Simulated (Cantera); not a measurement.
Input (Python, Cantera) and output of one run.

```python
import numpy as np
import cantera as ct

gas_names = """
    C CO COS CO2 CS CS2 C2 C2O C3 C3O2 C4 C5 Fe FeC5O5 FeO O O2 O3 S SO SO2 SO3 S2 S2O S8
""".split()
cond_names = """
    C(gr) Fe(a) Fe(c) Fe(d) Fe(L) FeC5O5(L) FeO(s) FeO(L) FeS(a) FeS(b) FeS(c) FeS(L) FeSO4(s) FeS2(s)
    Fe2O3(s) Fe2S3O12(s) Fe3O4(s) S(cr1) S(cr2) S(L)
""".split()


def load(file, names, dense=False):
    # The tables refer to 1 bar. Condensed volumes are neglected.
    table = {s.name: s for s in ct.Species.list_from_file(file)}
    out = []
    for n in names:
        d = dict(table[n].input_data)
        d["thermo"] = dict(d["thermo"], **{"reference-pressure": 1e5})
        if dense:
            d["equation-of-state"] = {"model": "constant-volume", "density": "1e6 g/cm^3"}
        out.append(ct.Species.from_dict(d))
    return out


gas = ct.Solution(thermo="ideal-gas", species=load("nasa_gas.yaml", gas_names))
cond = {s.name: ct.Solution(thermo="fixed-stoichiometry", species=[s], name=s.name)
        for s in load("nasa_condensed.yaml", cond_names, dense=True)}
atoms = {
    'Fe2O3': {'Fe': 2, 'O': 3},
    'SO3': {'S': 1, 'O': 3},
    'CO2': {'C': 1, 'O': 2},
}
top_T = {'C(gr)': 4500, 'FeSO4(s)': 950, 'FeS2(s)': 1010, 'Fe2O3(s)': 1830, 'Fe2S3O12(s)': 1100, 'Fe3O4(s)': 1870}  # K; cautious upper limits of use, not melting points


def equilibrate(T, P, feed):
    n = {}
    for name, mol in feed.items():
        for a, k in atoms[name].items():
            n[a] = n.get(a, 0.0) + k * mol
    gas.TPX = T, P, n
    mass = sum(n.values()) * gas.mean_molecular_weight
    gas.equilibrate("TP")
    valid = [c for c in cond.values() if c.min_temp <= T <= top_T.get(c.name, c.max_temp)]
    mix = ct.Mixture([(gas, mass / gas.mean_molecular_weight)] + [(c, 0.0) for c in valid])
    mix.T, mix.P = T, P
    mix.equilibrate("TP", solver="vcs", rtol=1e-11, max_steps=5000)
    return mix


results = []
feed = {'Fe2O3': 1, 'SO3': 1.6, 'CO2': 0.041}  # mol
P = 100000  # Pa
for T in [1650, 1675, 1700, 1725, 1750, 1775, 1800, 1825, 1850]:
    mix = equilibrate(T, P, feed)
    results.append((T, P, feed, dict(zip(mix.species_names, mix.species_moles))))
    x = sorted(zip(gas.X, gas.species_names), reverse=True)
    print(f"T = {T:g} K  P = {P:g} Pa  gas = {mix.phase_moles(0):.4g} mol")
    print("   x: " + "  ".join(f"{s} {v:.3e}" for v, s in x if v > 0.001))
    print("   condensed (mol): " + ("  ".join(f"{mix.phase(i).name} {mix.phase_moles(i):.4g}"
          for i in range(1, mix.n_phases) if mix.phase_moles(i) > 1e-12) or "none"))
```

It prints:

```
T = 1650 K  P = 100000 Pa  gas = 2.433 mol
   x: SO2 6.508e-01  O2 3.254e-01  CO2 1.685e-02  SO3 6.932e-03
   condensed (mol): Fe2O3(s) 1
T = 1675 K  P = 100000 Pa  gas = 2.433 mol
   x: SO2 6.512e-01  O2 3.256e-01  CO2 1.685e-02  SO3 6.259e-03
   condensed (mol): Fe2O3(s) 1
T = 1700 K  P = 100000 Pa  gas = 2.6 mol
   x: SO2 6.096e-01  O2 3.689e-01  CO2 1.577e-02  SO3 5.643e-03
   condensed (mol): Fe3O4(s) 0.6667
T = 1725 K  P = 100000 Pa  gas = 2.601 mol
   x: SO2 6.100e-01  O2 3.691e-01  CO2 1.576e-02  SO3 5.125e-03
   condensed (mol): Fe3O4(s) 0.6667
T = 1750 K  P = 100000 Pa  gas = 2.602 mol
   x: SO2 6.103e-01  O2 3.692e-01  CO2 1.576e-02  SO3 4.668e-03
   condensed (mol): Fe3O4(s) 0.6667
T = 1775 K  P = 100000 Pa  gas = 2.602 mol
   x: SO2 6.106e-01  O2 3.693e-01  CO2 1.575e-02  SO3 4.263e-03
   condensed (mol): Fe3O4(s) 0.6667
T = 1800 K  P = 100000 Pa  gas = 2.603 mol
   x: SO2 6.108e-01  O2 3.694e-01  CO2 1.575e-02  SO3 3.903e-03
   condensed (mol): Fe3O4(s) 0.6667
T = 1825 K  P = 100000 Pa  gas = 2.603 mol
   x: SO2 6.110e-01  O2 3.695e-01  CO2 1.574e-02  SO3 3.583e-03
   condensed (mol): Fe3O4(s) 0.6667
T = 1850 K  P = 100000 Pa  gas = 2.604 mol
   x: SO2 6.112e-01  O2 3.696e-01  CO2 1.574e-02  SO3 3.296e-03
   condensed (mol): Fe3O4(s) 0.6667
```

Equilibrium computed with Cantera from the NASA thermochemical tables; the gas is ideal and each condensed phase is pure.
